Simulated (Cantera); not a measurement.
A perfectly stirred reactor is fed with CH₄ : H₂O = 1 : 0.42 (molar parts), at 1.09 atm; it is held at 1573 K, and followed from long to short residence time.

Cantera simulation using GRI-Mech 3.0 (53 species, 325 reactions); the numbers are that mechanism's predictions, not measurements. GRI-Mech 3.0 stops at C3 and has no aromatics, soot or wall deposition, so with more carbon than oxygen in the feed, carbon stays in small species such as C2H2 where larger ones or solid carbon would form.

Task: What does this change do: CH4 1 to 3.5 parts?

Result: 
```csv
quantity,before,after
x(CH₄) at τ = 19.0 s,0.0778,0.101
x(H₂O) at τ = 19.0 s,0.0430,0.0102
x(C₂H₆) at τ = 19.0 s,3.71e-5,6.40e-5
x(C₂H₂) at τ = 19.0 s,0.0903,0.160
x(CH₂CO) at τ = 19.0 s,4.23e-6,1.83e-6
x(CH₄) at τ = 0.200 s,0.270,0.335
x(H₂O) at τ = 0.200 s,0.212,0.0732
x(C₂H₆) at τ = 0.200 s,0.000278,0.000336
x(C₂H₂) at τ = 0.200 s,0.114,0.136
x(CH₂CO) at τ = 0.200 s,2.66e-5,1.06e-5
```

Task: What does this change do: temperature 1573 to 1450 K?

Result: 
```csv
quantity,before,after
x(CH₄) at τ = 19.0 s,0.0778,0.199
x(H₂O) at τ = 19.0 s,0.0430,0.143
x(C₂H₆) at τ = 19.0 s,3.71e-5,0.000178
x(C₂H₂) at τ = 19.0 s,0.0903,0.0912
x(CH₂CO) at τ = 19.0 s,4.23e-6,8.97e-6
x(CH₄) at τ = 0.200 s,0.270,0.579
x(H₂O) at τ = 0.200 s,0.212,0.275
x(C₂H₆) at τ = 0.200 s,0.000278,0.000942
x(C₂H₂) at τ = 0.200 s,0.114,0.0302
x(CH₂CO) at τ = 0.200 s,2.66e-5,8.35e-6
```
